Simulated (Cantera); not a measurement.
## Low-pressure radical oxidation in H2/O2

An isothermal, constant-pressure homogeneous reactor starts with H₂ : O₂ = 0.019 : 1 (molar parts), equivalence ratio 0.0095, at 1398 K and 2670 Pa.

Model: GRI-Mech 3.0 (53 species, 325 reactions), integrated in Cantera. Radical loss at walls, strong at low pressure, is not modelled.

| t (s) | x H₂ | x O₂ | x O | x HO₂ | x H₂O | x OH | x H |
|---|---|---|---|---|---|---|---|
| 0.000600 | 0.0186 | 0.981 | 4.33e-5 | 5.59e-7 | 5.00e-5 | 3.61e-5 | 7.02e-6 |
| 0.00179 | 0.000315 | 0.964 | 0.0150 | 1.69e-6 | 0.0164 | 0.00283 | 0.00108 |
| 0.00535 | 0.000124 | 0.965 | 0.0146 | 1.47e-6 | 0.0170 | 0.00232 | 0.000850 |
| 0.0160 | 0.000105 | 0.968 | 0.0123 | 1.35e-6 | 0.0172 | 0.00213 | 0.000654 |
| 0.0476 | 6.77e-5 | 0.973 | 0.00773 | 1.09e-6 | 0.0176 | 0.00172 | 0.000330 |
| 0.142 | 2.61e-5 | 0.978 | 0.00291 | 6.35e-7 | 0.0182 | 0.00107 | 7.69e-5 |
| 0.424 | 5.77e-6 | 0.980 | 0.000633 | 2.36e-7 | 0.0186 | 0.000504 | 7.87e-6 |
| 1.27 | 9.88e-7 | 0.981 | 0.000108 | 6.84e-8 | 0.0187 | 0.000209 | 5.56e-7 |
| 3.78 | 1.87e-7 | 0.981 | 2.04e-5 | 3.79e-8 | 0.0188 | 9.11e-5 | 4.58e-8 |
| 11.3 | 6.10e-8 | 0.981 | 6.66e-6 | 4.67e-8 | 0.0188 | 5.21e-5 | 8.57e-9 |
| 33.7 | 5.13e-8 | 0.981 | 5.60e-6 | 4.95e-8 | 0.0188 | 4.78e-5 | 6.61e-9 |
| 101 | 5.13e-8 | 0.981 | 5.60e-6 | 4.95e-8 | 0.0188 | 4.77e-5 | 6.61e-9 |
| 300 | 5.13e-8 | 0.981 | 5.60e-6 | 4.95e-8 | 0.0188 | 4.77e-5 | 6.61e-9 |
x: mole fraction; the columns are a selection and need not sum to one.

Equilibrium at this temperature and pressure: H₂ 5.13e-8, O₂ 0.981, O 5.60e-6, HO₂ 4.95e-8, H₂O 0.0188, OH 4.77e-5, H 6.61e-9 (gas phase only).
